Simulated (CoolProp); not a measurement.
Vapour-liquid equilibrium of R13 (1) + propylene (2) at 8.64 kPa; x and y are mole fractions of (1).

Computed with CoolProp (multi-fluid Helmholtz-energy mixture model, Platzer 1990 and Lemmon 2013; pair parameters Bell 2016). This equation is an older, rougher fit; its heat capacities, sound speeds and derivatives of the liquid may be far off and weren't checked against measurements.

| x | bubble temperature (°C) | y at the bubble point | dew temperature at overall composition x (°C) | liquid density (mol/L) |
|---|---|---|---|---|
| 0.05 | -99.0 | [?] | -90.9 | 15.89 |
| 0.15 | -107.2 | 0.783 | -92.3 | 16.03 |
| 0.25 | -110.8 | 0.857 | -93.8 | 16.05 |
| 0.35 | -112.7 | 0.890 | -95.5 | 16.02 |
| 0.45 | -113.8 | 0.909 | -97.5 | 15.98 |
| 0.55 | -114.6 | 0.922 | -99.8 | 15.94 |
| 0.65 | -115.3 | 0.934 | [?] | 15.90 |
| 0.75 | -115.9 | 0.946 | -105.8 | 15.86 |
| 0.85 | -116.5 | 0.963 | [?] | 15.83 |
| 0.95 | [?] | 0.985 | -116.1 | 15.82 |

**Question.** Complete the blanks.

**Answer.** 
- 0.05, y at the bubble point: 0.519
- 0.65, dew temperature at overall composition x (°C): -102.5
- 0.85, dew temperature at overall composition x (°C): -110.4
- 0.95, bubble temperature (°C): -117.3

No azeotrope shows between x = 0.05 and 0.95.

Pair parameters are fitted to limited data, so mixtures are less certain than the pure fluids.
